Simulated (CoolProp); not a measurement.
A closed Brayton cycle with carbon dioxide: compressor inlet 309.15 K and 9.6 MPa, high pressure 19.4 MPa, turbine inlet 845 K, compressor efficiency 0.89, turbine efficiency 0.9, recuperator effectiveness 0.95 (on enthalpy, no pinch check). Each further row changes one setting.

Model: reference Helmholtz-energy equation of state, Span 1996, in CoolProp.

| case | thermal efficiency (%) | net work (kJ/kg) | compressor to turbine work | compressor exit (K) | turbine exit (K) |
|---|---|---|---|---|---|
| as stated | 35.9 | 81.8 | 0.16 | 327.7 | 758.4 |
| turbine inlet 795 K | ___ | ___ | 0.17 | 327.7 | 711.6 |
| compressor inlet 319.15 K | 35.1 | 74.3 | ___ | 359.2 | 758.4 |
| high pressure 16.5 MPa | 33.5 | 64.8 | 0.14 | 323.0 | 778.0 |
| recuperator effectiveness 0.5 | 17.2 | 81.8 | 0.16 | 327.7 | 758.4 |

Question: Fill in the missing entries.

Answer: 
- turbine inlet 795 K, thermal efficiency (%): 34.5
- turbine inlet 795 K, net work (kJ/kg): 75.4
- compressor inlet 319.15 K, compressor to turbine work: 0.23
